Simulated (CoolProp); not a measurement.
Isohexane along the isobar 0.564 MPa: fugacity coefficient from the reference equation and from simpler models built on Tc = 497.7 K, pc = 3.043 MPa, ω = 0.280; each cubic takes its own stable root.

Model: reference Helmholtz-energy equation of state, Lemmon 2006, in CoolProp. It is a short technical equation, of lower accuracy than the large ones.

```tsv
T (K)	phase	reference	Redlich-Kwong	Soave-Redlich-Kwong
148.5	liquid	3.347e-8	2.179e-7	3.755e-8
181.8	liquid	8.633e-6	4.647e-5	8.714e-6
215.2	liquid	0.0003266	0.001324	0.0003196
248.5	liquid	0.004021	0.01234	0.003930
281.8	liquid	0.02475	0.05939	0.02442
315.2	liquid	0.09647	0.1875	0.09641
348.5	liquid	0.2717	0.4425	0.2747
381.8	liquid	0.6064	0.8518	0.6183
415.1	gas	0.8810	0.8956	0.8878
448.5	gas	0.9091	0.9160	0.9120
```
